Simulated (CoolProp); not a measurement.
Aqueous potassium carbonate as a coolant, 23 % by mass, freezing at -11.0 °C, 1 atm.

Values from CoolProp's Melinder's fits for secondary coolants.

| T (°C) | density (kg/m³) | conductivity (W/(m K)) | cp (kJ/(kg K)) | viscosity (mPa s) |
|---|---|---|---|---|
| -4.2 | 1231 | 0.536 | 3.160 | 3.52 |
| 0.3 | 1230 | 0.544 | 3.167 | 3.08 |
| 4.9 | 1228 | 0.551 | 3.174 | 2.71 |
| 9.5 | 1227 | 0.558 | 3.180 | 2.42 |
| 14 | 1225 | 0.566 | 3.187 | 2.17 |
| 18.6 | 1223 | 0.574 | 3.194 | 1.96 |
| 23.1 | 1220 | 0.581 | 3.200 | 1.79 |
| 27.7 | 1218 | 0.589 | 3.207 | 1.63 |
| 32.3 | 1216 | 0.597 | 3.213 | 1.49 |
| 36.8 | 1213 | 0.604 | 3.220 | 1.37 |
